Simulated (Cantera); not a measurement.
# Equilibrium for silicates and aluminates: SiO2 + Al2O3 + N2

Feed: 1 mol SiO2, a varied amount of Al2O3, 0.53 mol N2, held at 1025 K and 710 Pa.

Equilibrium computed with Cantera from the NASA thermochemical tables; the gas is ideal and each condensed phase is pure. Candidate condensed phases: Al, AlN, Al2O3, Al2SiO5, Al6Si2O13, Si, SiO2, Si2N2O, Si3N4; 23 gas species. Mutual solubility and eutectic melting of coexisting phases are not modelled. Condensed phases not in the tables: alloys, solid solutions and most ternary compounds. Kinetics and transport are ignored.

From 0.16 mol Al2O3 to 0.98 mol Al2O3 the condensed part is Al2SiO5(andalusite) + SiO2(β-quartz). From 1.1 mol Al2O3 to 1.3 mol Al2O3 the condensed part is Al2O3(s) + Al2SiO5(andalusite).

```
n(Al2O3) (mol)  x N2  n Al2SiO5(andalusite)  n SiO2(β-quartz)  n Al2O3(s)
--------------  ----  ---------------------  ----------------  ----------
0.16            1.00                  0.160             0.840           0
0.28            1.00                  0.280             0.720           0
0.39            1.00                  0.390             0.610           0
0.51            1.00                  0.510             0.490           0
0.63            1.00                  0.630             0.370           0
0.75            1.00                  0.750             0.250           0
0.86            1.00                  0.860             0.140           0
0.98            1.00                  0.980            0.0200           0
1.1             1.00                   1.00                 0       0.100
1.2             1.00                   1.00                 0       0.200
1.3             1.00                   1.00                 0       0.300
```
x: gas mole fraction; n: condensed amount in mol.
